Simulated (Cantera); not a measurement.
**Ammonia decomposition in nitride growth gas**

An isothermal, constant-pressure homogeneous reactor starts with NH₃ : H₂ = 1 : 12 (molar parts), at 1975 K and 0.320 bar.

Model: the gas-phase N/H chemistry of the illustrative SiF4/NH3 mechanism in the Surface Chemkin manual (1991), integrated in Cantera. Walls and surfaces, which speed up NH3 decomposition in real reactors, are not modelled.

```tsv
t (s)	x NH₃	x H₂	x N₂	x N	x N₂H₂
7.00e-6	0.0769	0.923	<1e-12	<1e-12	<1e-12
2.06e-5	0.0769	0.923	<1e-12	<1e-12	5.07e-12
6.08e-5	0.0769	0.923	9.40e-11	1.03e-11	5.02e-11
0.000179	0.0769	0.923	8.22e-9	2.70e-10	5.07e-10
0.000528	0.0769	0.923	4.66e-7	6.81e-9	5.81e-9
0.00156	0.0767	0.923	2.00e-5	1.38e-7	6.96e-8
0.00458	0.0758	0.923	0.000396	6.00e-7	2.47e-7
0.0135	0.0725	0.925	0.00195	6.34e-7	2.46e-7
0.0398	0.0635	0.929	0.00612	6.34e-7	2.11e-7
0.117	0.0435	0.940	0.0154	6.31e-7	1.36e-7
0.346	0.0152	0.955	0.0286	6.02e-7	3.96e-8
1.02	0.00169	0.961	0.0349	2.59e-7	1.60e-9
3.00	0.000317	0.962	0.0355	5.50e-8	6.26e-11
```
x: mole fraction; the columns are a selection and need not sum to one.

Equilibrium at this temperature and pressure: NH₃ 1.19e-6, H₂ 0.962, N₂ 0.0357, N 2.08e-10, N₂H₂ <1e-12 (gas phase only).
